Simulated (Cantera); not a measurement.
Input (Python, Cantera):

```python
import numpy as np
import cantera as ct

gas = ct.Solution("h2o2.yaml")
gas.TPX = 1325, 320, {'H2': 0.043, 'O2': 1}
reactor = ct.IdealGasConstPressureReactor(gas, energy="off", clone=False)
net = ct.ReactorNet([reactor])
net.rtol, net.atol = 1e-08, 1e-18
show = ['H2', 'O2', 'H2O2', 'OH', 'HO2', 'H']
times = np.geomspace(0.0002, 5, 12)

steps = ct.SolutionArray(gas, extra=["t"])
rows = []
print(f"{'t/s':>10s}{'T/K':>9s}{'P/Pa':>11s}" + "".join(f"{s:>11s}" for s in show))
for t in times:
    while net.time < t:
        t_next = net.step()
        steps.append(gas.state, t=t_next)
    rows.append([np.interp(t, steps.t, y) for y in (steps.T, steps.P, *steps(*show).X.T)])
    print(f"{t:10.3e}{rows[-1][0]:9.1f}{rows[-1][1]:11.4g}" + "".join(f"{x:11.3e}" for x in rows[-1][2:]))
rate = np.gradient(steps.T, steps.t)
print("integrator steps:", len(steps.t))
if steps.T.max() > steps.T[0] + 200:
    print(f"time of steepest temperature rise: {steps.t[rate.argmax()]:.4e} s")
gas.TPX = 1325, 320, {'H2': 0.043, 'O2': 1}
gas.equilibrate("TP")
print(f"equilibrium (TP): T = {gas.T:.1f} K  " + "  ".join(f"{s} {gas[s].X[0]:.3e}" for s in show))
```

Result:

```
       t/s      T/K       P/Pa         H2         O2       H2O2         OH        HO2          H
 2.000e-04   1325.0        320  4.123e-02  9.588e-01  3.196e-12  7.628e-09  1.480e-08  8.591e-09
 5.022e-04   1325.0        320  4.123e-02  9.588e-01  1.995e-11  3.344e-08  3.714e-08  2.067e-08
 1.261e-03   1325.0        320  4.123e-02  9.588e-01  1.228e-10  2.409e-07  9.321e-08  1.155e-07
 3.166e-03   1325.0        320  4.119e-02  9.587e-01  7.300e-10  1.341e-05  2.364e-07  6.144e-06
 7.948e-03   1325.0        320  6.238e-03  9.301e-01  3.322e-08  7.111e-03  5.842e-07  6.279e-03
 1.996e-02   1325.0        320  5.961e-04  9.233e-01  1.377e-08  4.166e-03  4.836e-07  4.676e-03
 5.011e-02   1325.0        320  5.833e-04  9.241e-01  1.375e-08  4.124e-03  4.806e-07  4.517e-03
 1.258e-01   1325.0        320  5.538e-04  9.260e-01  1.370e-08  4.022e-03  4.731e-07  4.148e-03
 3.159e-01   1325.0        320  4.873e-04  9.302e-01  1.355e-08  3.781e-03  4.542e-07  3.369e-03
 7.931e-01   1325.0        320  3.594e-04  9.378e-01  1.296e-08  3.260e-03  4.080e-07  2.074e-03
 1.991e+00   1325.0        320  1.874e-04  9.475e-01  1.109e-08  2.366e-03  3.108e-07  7.552e-04
 5.000e+00   1325.0        320  6.113e-05  9.543e-01  7.454e-09  1.356e-03  1.736e-07  1.375e-04
integrator steps: 872
equilibrium (TP): T = 1325.0 K  H2 1.026e-07  O2 9.579e-01  H2O2 1.541e-10  OH 5.576e-05  HO2 2.275e-08  H 9.323e-09
```

Detailed kinetics in Cantera: the H2/O2 subset of GRI-Mech 3.0, which has no nitrogen chemistry. Radical loss at walls, strong at low pressure, is not modelled. The temperature is held fixed by assumption; the heat of reaction is taken as removed at once.
